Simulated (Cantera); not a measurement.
## Hydrocarbon pyrolysis for carbon deposition

An isothermal, constant-pressure homogeneous reactor starts with 7.08 % CH4, 92.9 % H2, at 1525 K and 0.132 atm.

Cantera simulation using GRI-Mech 3.0 (53 species, 325 reactions); the numbers are that mechanism's predictions, not measurements. GRI-Mech 3.0 stops at C3 and has no aromatics, soot or wall deposition, so with more carbon than oxygen in the feed, carbon stays in small species such as C2H2 where larger ones or solid carbon would form.

```json
[
 {"t (s)": "0.000400", "x CH4": "0.0708", "x H2": "0.929", "x C2H2": "<1e-12", "x CH2": "1.15e-11", "x C2H4": "9.40e-10", "x C2H6": "2.70e-9", "x H": "2.90e-6"},
 {"t (s)": "0.00150", "x CH4": "0.0708", "x H2": "0.929", "x C2H2": "2.86e-10", "x CH2": "1.60e-10", "x C2H4": "5.31e-8", "x C2H6": "1.22e-7", "x H": "1.07e-5"},
 {"t (s)": "0.00565", "x CH4": "0.0707", "x H2": "0.929", "x C2H2": "1.36e-7", "x CH2": "1.57e-9", "x C2H4": "3.19e-6", "x C2H6": "2.70e-6", "x H": "3.37e-5"},
 {"t (s)": "0.0213", "x CH4": "0.0705", "x H2": "0.929", "x C2H2": "1.98e-5", "x CH2": "3.63e-9", "x C2H4": "5.20e-5", "x C2H6": "7.15e-6", "x H": "5.15e-5"},
 {"t (s)": "0.0799", "x CH4": "0.0699", "x H2": "0.930", "x C2H2": "0.000278", "x CH2": "3.65e-9", "x C2H4": "0.000111", "x C2H6": "7.14e-6", "x H": "5.19e-5"},
 {"t (s)": "0.300", "x CH4": "0.0674", "x H2": "0.931", "x C2H2": "0.00140", "x CH2": "3.56e-9", "x C2H4": "0.000138", "x C2H6": "6.71e-6", "x H": "5.22e-5"},
 {"t (s)": "1.13", "x CH4": "0.0595", "x H2": "0.935", "x C2H2": "0.00504", "x CH2": "3.26e-9", "x C2H4": "0.000218", "x C2H6": "5.39e-6", "x H": "5.34e-5"},
 {"t (s)": "4.25", "x CH4": "0.0407", "x H2": "0.945", "x C2H2": "0.0136", "x CH2": "2.48e-9", "x C2H4": "0.000416", "x C2H6": "2.84e-6", "x H": "5.66e-5"},
 {"t (s)": "16.0", "x CH4": "0.0196", "x H2": "0.956", "x C2H2": "0.0233", "x CH2": "1.40e-9", "x C2H4": "0.000660", "x C2H6": "9.93e-7", "x H": "6.17e-5"},
 {"t (s)": "60.0", "x CH4": "0.0133", "x H2": "0.960", "x C2H2": "0.0261", "x CH2": "1.02e-9", "x C2H4": "0.000737", "x C2H6": "6.80e-7", "x H": "6.39e-5"}
]
```
x: mole fraction; the columns are a selection and need not sum to one.

Equilibrium at this temperature and pressure: CH4 0.0132, H2 0.960, C2H2 0.0262, CH2 1.01e-9, C2H4 0.000738, C2H6 6.76e-7, H 6.39e-5 (gas phase only).
